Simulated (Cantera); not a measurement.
A perfectly stirred reactor is fed with 20.7 % H2, 16.7 % O2, 62.7 % N2, equivalence ratio 0.62, at 16.8 atm; it is adiabatic with a 675 K inlet, and is followed from long to short residence time, starting on the burning branch (τ in s: 0.036, 0.021, 0.012, 0.0069, 0.004, 0.0023, 0.0013, 0.00076, 0.00044, 0.00025, 0.00015, 8.4e-05, 4.8e-05).

Detailed kinetics in Cantera: the H2/O2 subset of GRI-Mech 3.0, which has no nitrogen chemistry. The hydrogen kinetics of GRI-Mech 3.0 are dated; newer H2 mechanisms differ, most at raised pressure. The pressure lies above the range GRI-Mech 3.0 was tuned for (to about 10 atm).

**Question.** Predict: blow-out, bracketed by the residence times tried; x(H2) at τ = 36.0 ms; x(O2) at τ = 36.0 ms; x(H) at τ = 36.0 ms; x(H2O2) at τ = 36.0 ms; x(OH) at τ = 36.0 ms; x(H2) at τ = 1.30 ms; x(O2) at τ = 1.30 ms; x(H) at τ = 1.30 ms; x(H2O2) at τ = 1.30 ms; x(OH) at τ = 1.30 ms.

**Answer.** 
```json
{
 "blow_out_bracketed_by_the_residence_times_tried": "burning at 48.0 µs, the shortest tried",
 "x(H2) at τ = 36.0 ms": "0.000230",
 "x(O2) at τ = 36.0 ms": "0.0699",
 "x(H) at τ = 36.0 ms": "1.97e-5",
 "x(H2O2) at τ = 36.0 ms": "8.23e-7",
 "x(OH) at τ = 36.0 ms": "0.00270",
 "x(H2) at τ = 1.30 ms": "0.000403",
 "x(O2) at τ = 1.30 ms": "0.0698",
 "x(H) at τ = 1.30 ms": "3.39e-5",
 "x(H2O2) at τ = 1.30 ms": "9.22e-7",
 "x(OH) at τ = 1.30 ms": "0.00302"
}
```
